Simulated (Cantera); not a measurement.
Cantera run:

```python
import numpy as np
import cantera as ct

gas_names = """
    CL CL2 H HCL H2 Si SiCL SiCL2 SiCL3 SiCL4 SiH SiHCL3 SiH2 SiH2CL2 SiH3 SiH3CL SiH4 Si2 Si3
""".split()
cond_names = """
    Si(cr) Si(L)
""".split()


# ... load() reads the species with a 1 bar reference pressure and builds the phases ...
atoms = {
    'SiCl4': {'Si': 1, 'CL': 4},
    'Cl2': {'CL': 2},
    'H2': {'H': 2},
}
top_T = {}  # K; cautious upper limits of use, not melting points


# ... equilibrate(T, P, feed) seeds the gas with the atoms and calls Mixture.equilibrate('TP', solver="vcs", rtol=1e-11, max_steps=5000) ...
results = []
feed = {'SiCl4': 1, 'Cl2': 0.034, 'H2': 6.6}  # mol
P = 690  # Pa
for T in [1023, 1073, 1123, 1173, 1223, 1273, 1323]:
    mix = equilibrate(T, P, feed)
    results.append((T, P, feed, dict(zip(mix.species_names, mix.species_moles))))

top = {s: max(r[3][s] / sum(r[3][g] for g in gas_names) for r in results) for s in gas_names}
cols = sorted((s for s in top if top[s] > 1e-05), key=lambda s: -top[s])[:7]
seen = [c for c in cond_names if any(r[3].get(c, 0) > 1e-12 for r in results)]
print("log10 of partial pressures in bar; condensed amounts in mol")
print(f"{'T/K':>10s}" + "".join(f"{s[:9]:>10s}" for s in cols + seen))
for T, P, feed, n in results:
    ng = sum(n[g] for g in gas_names)
    print(f"{T:10.4g}" + "".join(f"{np.log10(max(n[s] / ng * P / 1e5, 1e-99)):10.3f}" for s in cols)
          + "".join(f"{n.get(c, 0):10.4g}" for c in seen))
```

It prints:

```
log10 of partial pressures in bar; condensed amounts in mol
       T/K        H2       HCL     SiCL4     SiCL2     SiCL3    SiHCL3   SiH2CL2    Si(cr)
      1023    -2.244    -3.494    -3.149    -4.494    -4.484    -3.972    -5.751   0.01465
      1073    -2.253    -3.342    -3.194    -4.142    -4.270    -4.017    -5.772   0.02727
      1123    -2.265    -3.214    -3.265    -3.838    -4.099    -4.082    -5.811   0.02729
      1173    -2.279    -3.109    -3.375    -3.583    -3.976    -4.177    -5.872  0.006257
      1223    -2.295    -3.006    -3.526    -3.419    -3.923    -4.326    -6.001         0
      1273    -2.312    -2.923    -3.726    -3.307    -3.925    -4.514    -6.160         0
      1323    -2.326    -2.866    -3.978    -3.230    -3.973    -4.733    -6.331         0
```

These are equilibrium values from Cantera (NASA tables, ideal gas, pure condensed phases), not measurements of a reactor. The tables' values for SiCl3 are old estimates; treat these amounts as uncertain.
